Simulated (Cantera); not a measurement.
Mixture: H2 : O2 : N2 = 1 : 0.357 : 1.34 (molar parts), at 10.0 bar, adiabatic and at constant volume. Ignition delay is the time to a rise of 400 K.

Cantera simulation using GRI-Mech 3.0 (53 species, 325 reactions); the numbers are that mechanism's predictions, not measurements. The hydrogen kinetics of GRI-Mech 3.0 are dated; newer H2 mechanisms differ, most at raised pressure. Where the delays flatten at high temperature, the 400 K rule measures the pace of heat release, not the induction time.

Task: What does this change do: O2 0.357 to 0.14 parts?

Result: 
| quantity | before | after |
|---|---|---|
| delay at 1225 K | 26.1 µs | 37.3 µs |
| delay at 1325 K | 3.93 µs | 7.85 µs |
| delay at 1425 K | 1.99 µs | 4.09 µs |
| delay at 1525 K | 1.29 µs | 2.70 µs |
| delay at 1625 K | 0.932 µs | 2.02 µs |
| delay at 1725 K | 0.719 µs | 1.64 µs |
| delay at 1825 K | 0.583 µs | 1.43 µs |

Task: What does this change do: pressure from 10.0 bar to 1.80 bar?

Result: 
| quantity | before | after |
|---|---|---|
| delay at 1225 K | 26.1 µs | 23.5 µs |
| delay at 1325 K | 3.93 µs | 14.3 µs |
| delay at 1425 K | 1.99 µs | 9.78 µs |
| delay at 1525 K | 1.29 µs | 7.31 µs |
| delay at 1625 K | 0.932 µs | 5.89 µs |
| delay at 1725 K | 0.719 µs | 5.09 µs |
| delay at 1825 K | 0.583 µs | 4.68 µs |
